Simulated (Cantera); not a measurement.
A closed system holds: 1 mol SiH2Cl2, 0.11 mol NH3, 9.4 mol N2, equilibrated at 550 °C and 12.0 Pa.

These are equilibrium values from Cantera (NASA tables, ideal gas, pure condensed phases), not measurements of a reactor. Candidate condensed phases: NH4Cl, Si, Si3N4; 28 gas species. Rates play no part.

Base state: N2 0.813, HCl 0.139, H2 0.0373, SiCl4 0.0111 (mole fractions); condensed: Si3N4(s).

Task: What changes in the equilibrium state with this change: temperature from 550 °C to 875 °C?

Result: 
| species | before | after |
|---|---|---|
| N2 | 0.813 | 0.809 |
| HCl | 0.139 | 0.151 |
| H2 | 0.0373 | 0.0306 |
| SiCl4 | 0.0111 | 0.00576 |
| SiCl2 | 2.76e-8 | 0.00236 |
| SiCl3 | 1.84e-6 | 0.00111 |
| Si3N4(s), mol | 0.293 | 0.300 |
The tables' values for SiCl3 are old estimates; treat these amounts as uncertain.
